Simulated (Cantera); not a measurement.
An isothermal, constant-pressure homogeneous reactor starts with 1.14 % CO, 3.80 % O2, 0.0693 % H2O, 95.0 % N2, at 950 K and 0.160 bar.

Detailed kinetics in Cantera: GRI-Mech 3.0 (53 species, 325 reactions).

x: mole fraction; the columns are a selection and need not sum to one.

| t (s) | x CO | x O2 | x H2O | x N2O | x HO2 | x NO | x H |
|---|---|---|---|---|---|---|---|
| 8.00e-5 | 0.0114 | 0.0380 | 0.000693 | <1e-12 | <1e-12 | <1e-12 | <1e-12 |
| 0.000259 | 0.0114 | 0.0380 | 0.000693 | <1e-12 | <1e-12 | <1e-12 | <1e-12 |
| 0.000837 | 0.0114 | 0.0380 | 0.000693 | <1e-12 | <1e-12 | <1e-12 | <1e-12 |
| 0.00270 | 0.0114 | 0.0380 | 0.000693 | <1e-12 | <1e-12 | <1e-12 | <1e-12 |
| 0.00875 | 0.0114 | 0.0380 | 0.000693 | <1e-12 | 2.64e-12 | <1e-12 | <1e-12 |
| 0.0283 | 0.0114 | 0.0380 | 0.000693 | <1e-12 | 3.86e-11 | <1e-12 | 4.24e-12 |
| 0.0915 | 0.0114 | 0.0380 | 0.000693 | <1e-12 | 5.55e-10 | <1e-12 | 2.68e-11 |
| 0.296 | 0.0114 | 0.0380 | 0.000693 | 1.44e-11 | 2.76e-8 | <1e-12 | ___ |
| 0.956 | 0.00548 | 0.0351 | 0.000683 | 9.82e-8 | 8.60e-7 | 1.08e-8 | ___ |
| 3.09 | 0.000694 | 0.0328 | 0.000695 | 1.66e-7 | 3.62e-7 | 1.97e-8 | ___ |
| 10.0 | 6.60e-5 | 0.0325 | 0.000697 | 1.83e-7 | 1.04e-7 | 2.15e-8 | ___ |

Task: Fill in the missing entries.

Result: 
- 0.296, x H: 1.15e-9
- 0.956, x H: 5.51e-6
- 3.09, x H: 2.97e-7
- 10.0, x H: 9.83e-9
